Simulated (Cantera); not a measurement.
An adiabatic, constant-volume homogeneous reactor starts with H2 : O2 : N2 = 1 : 0.625 : 6.88 (molar parts), equivalence ratio 0.80, at 1200 K and 10.0 bar. Integrator tolerance rtol = 1e-08.

Computed with Cantera and the H2/O2 subset of GRI-Mech 3.0, which has no nitrogen chemistry. The hydrogen kinetics of GRI-Mech 3.0 are dated; newer H2 mechanisms differ, most at raised pressure.

| quantity | before | after |
|---|---|---|
| time of steepest temperature rise | 99.0 µs | 85.7 µs |
| temperature at 3.00 s | 2247 K | 2149 K |
| equilibrium temperature | 2247 K | 2149 K |
| x(H2) at 3.00 s | 0.000364 (gas-phase equilibrium 0.000364) | 6.69e-5 (gas-phase equilibrium 6.69e-5) |
| x(O2) at 3.00 s | 0.0153 (gas-phase equilibrium 0.0153) | 0.112 (gas-phase equilibrium 0.112) |
| x(H) at 3.00 s | 3.34e-5 (gas-phase equilibrium 3.34e-5) | 8.36e-6 (gas-phase equilibrium 8.36e-6) |
| x(HO2) at 3.00 s | 2.20e-6 (gas-phase equilibrium 2.20e-6) | 6.63e-6 (gas-phase equilibrium 6.63e-6) |
| x(O) at 3.00 s | 0.000107 (gas-phase equilibrium 0.000107) | 0.000158 (gas-phase equilibrium 0.000158) |
| x(H2O) at 3.00 s | 0.124 (gas-phase equilibrium 0.124) | 0.112 (gas-phase equilibrium 0.112) |

Question: Name the change that produced these shifts.
A. N2 6.88 to 2.7 parts
B. constant pressure in place of constant volume
C. pressure from 10.0 bar to 1.70 bar
D. O2 0.625 to 1.5 parts

Answer: D, O2 0.625 to 1.5 parts
